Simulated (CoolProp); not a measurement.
Ethylene at several states: density (kg/m³) from the reference equation and from simpler models built on Tc = 282.4 K, pc = 5.042 MPa, ω = 0.087; each cubic takes its own stable root.

Model: reference Helmholtz-energy equation of state, Smukala 2000, in CoolProp.

```tsv
T (K)	p (MPa)	phase	reference
413.2	0.365	gas	3.001
160.2	0.127	liquid	580.7
183.3	2.59	liquid	550.2
```

Q: How far does each simpler model (van der Waals, Redlich-Kwong, Soave-Redlich-Kwong, Peng-Robinson) lie from the reference over these 3 states: mean and median of the absolute difference, and the worst?

A: 
- van der Waals: mean 44.6 %, median 34.1 %, worst -99.5 % at 160.2 K and 0.127 MPa
- Redlich-Kwong: mean 2.5 %, median 3.5 %, worst -4.0 % at 183.3 K and 2.59 MPa
- Soave-Redlich-Kwong: mean 2.4 %, median 3.5 %, worst -3.6 % at 183.3 K and 2.59 MPa
- Peng-Robinson: mean 6.0 %, median 8.9 %, worst +8.9 % at 160.2 K and 0.127 MPa

At some of these states van der Waals gives the other phase, because its saturation line lies elsewhere.
